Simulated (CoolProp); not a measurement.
Vapour-liquid equilibrium of cyclohexane (1) + n-heptane (2) at 0.298 MPa; x and y are mole fractions of (1).

Computed with CoolProp (multi-fluid Helmholtz-energy mixture model, Zhou 2014 and Span 2003; pair parameters Bell 2016).

**Question.** Give the bubble temperature and the first vapour's composition at x = 0.2, 0.35, 0.8. Is there an azeotrope?

**Answer.** x = 0.2: 135.5 °C, y = 0.269; x = 0.35: 132.4 °C, y = 0.443; x = 0.8: 124.4 °C, y = 0.854. No azeotrope shows between x = 0.05 and 0.95.

Pair parameters are fitted to limited data, so mixtures are less certain than the pure fluids.
